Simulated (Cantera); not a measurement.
Feed: 1 mol Si3H8, 9.3 mol N2, held at 1698.15 K and 120 Pa.

Equilibrium computed with Cantera from the NASA thermochemical tables; the gas is ideal and each condensed phase is pure. Candidate condensed phases: Si, Si3N4; 18 gas species. The feed counts by its element totals alone. Rates play no part.

Base state: N2 0.698, H2 0.299, H 0.00229, Si 0.000549, Si2N 1.75e-5, SiH 1.62e-5 (mole fractions); condensed: Si(l).

### Question
What changes in the equilibrium state with this change: pressure from 120 Pa to 13000 Pa?

### Answer
| species | before | after |
|---|---|---|
| N2 | 0.698 | 0.646 |
| H2 | 0.299 | 0.354 |
| H | 0.00229 | 0.000239 |
| Si | 0.000549 | 3.47e-7 |
| Si2N | 1.75e-5 | 7.61e-9 |
| SiH | 1.62e-5 | 1.16e-7 |
| Si(l), mol | 2.99 | 0 |
| Si3N4(s), mol | 0 | 1.000 |

### Question
What changes in the equilibrium state with this change: pressure from 120 Pa to 450 Pa?

### Answer
```csv
species,before,after
N2,0.698,0.646
H2,0.299,0.353
H,0.00229,0.00128
Si,0.000549,9.45e-5
Si2N,1.75e-5,3.63e-6
SiH,1.62e-5,5.86e-6
"Si(l), mol",2.99,0
"Si3N4(s), mol",0,1.000
```

### Question
What changes in the equilibrium state with this change: temperature from 1698.15 K to 1073 K?

### Answer
| species | before | after |
|---|---|---|
| N2 | 0.698 | 0.646 |
| H2 | 0.299 | 0.354 |
| H | 0.00229 | 2.41e-7 |
| Si | 0.000549 | <1e-9 |
| Si2N | 1.75e-5 | <1e-9 |
| SiH | 1.62e-5 | <1e-9 |
| Si(l), mol | 2.99 | 0 |
| Si3N4(s), mol | 0 | 1.00 |
N2 is the only nitrogen source here; it is nearly inert below about 1500 K, so the nitride shown seldom forms there in practice.
